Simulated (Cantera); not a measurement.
Input (Python, Cantera):

```python
import numpy as np
import cantera as ct

gas = ct.Solution("gri30.yaml")
gas.TPX = 1575, 24000, {'CO': 1, 'H2': 0.073, 'O2': 0.766, 'N2': 3.3}
reactor = ct.IdealGasConstPressureReactor(gas, energy="on", clone=False)
net = ct.ReactorNet([reactor])
net.rtol, net.atol = 1e-08, 1e-16
show = ['CO', 'H2', 'O2', 'NO2', 'HO2']
times = np.geomspace(3e-06, 4, 13)

steps = ct.SolutionArray(gas, extra=["t"])
rows = []
print(f"{'t/s':>10s}{'T/K':>9s}{'P/Pa':>11s}" + "".join(f"{s:>11s}" for s in show))
for t in times:
    while net.time < t:
        t_next = net.step()
        steps.append(gas.state, t=t_next)
    rows.append([np.interp(t, steps.t, y) for y in (steps.T, steps.P, *steps(*show).X.T)])
    print(f"{t:10.3e}{rows[-1][0]:9.1f}{rows[-1][1]:11.4g}" + "".join(f"{x:11.3e}" for x in rows[-1][2:]))
rate = np.gradient(steps.T, steps.t)
print("integrator steps:", len(steps.t))
if steps.T.max() > steps.T[0] + 200:
    print(f"time of steepest temperature rise: {steps.t[rate.argmax()]:.4e} s")
gas.TPX = 1575, 24000, {'CO': 1, 'H2': 0.073, 'O2': 0.766, 'N2': 3.3}
gas.equilibrate("HP")
print(f"equilibrium (HP): T = {gas.T:.1f} K  " + "  ".join(f"{s} {gas[s].X[0]:.3e}" for s in show))
```

Result:

```
       t/s      T/K       P/Pa         CO         H2         O2        NO2        HO2
 3.000e-06   1575.0    2.4e+04  1.946e-01  1.421e-02  1.491e-01  1.485e-22  2.202e-08
 9.717e-06   1575.0    2.4e+04  1.946e-01  1.420e-02  1.491e-01  1.152e-20  6.531e-08
 3.147e-05   1575.0    2.4e+04  1.946e-01  1.420e-02  1.491e-01  1.501e-18  1.777e-07
 1.019e-04   1576.4    2.4e+04  1.929e-01  1.164e-02  1.460e-01  8.962e-14  4.550e-06
 3.302e-04   1689.3    2.4e+04  1.292e-01  8.638e-04  8.958e-02  7.582e-10  2.861e-06
 1.069e-03   1900.3    2.4e+04  1.043e-01  1.047e-03  7.738e-02  6.508e-09  1.818e-06
 3.464e-03   2190.9    2.4e+04  9.169e-02  1.089e-03  7.837e-02  3.948e-08  1.076e-06
 1.122e-02   2479.7    2.4e+04  7.076e-02  8.099e-04  7.313e-02  6.351e-07  1.194e-06
 3.634e-02   2567.1    2.4e+04  6.152e-02  6.898e-04  6.674e-02  2.648e-06  1.624e-06
 1.177e-01   2566.5    2.4e+04  6.127e-02  6.886e-04  6.582e-02  3.062e-06  1.611e-06
 3.813e-01   2566.5    2.4e+04  6.127e-02  6.886e-04  6.581e-02  3.063e-06  1.611e-06
 1.235e+00   2566.5    2.4e+04  6.127e-02  6.886e-04  6.581e-02  3.063e-06  1.611e-06
 4.000e+00   2566.5    2.4e+04  6.127e-02  6.886e-04  6.581e-02  3.063e-06  1.611e-06
integrator steps: 1254
time of steepest temperature rise: 1.4149e-04 s
equilibrium (HP): T = 2566.5 K  CO 6.127e-02  H2 6.886e-04  O2 6.581e-02  NO2 3.063e-06  HO2 1.611e-06
```

Computed with Cantera and GRI-Mech 3.0 (53 species, 325 reactions).
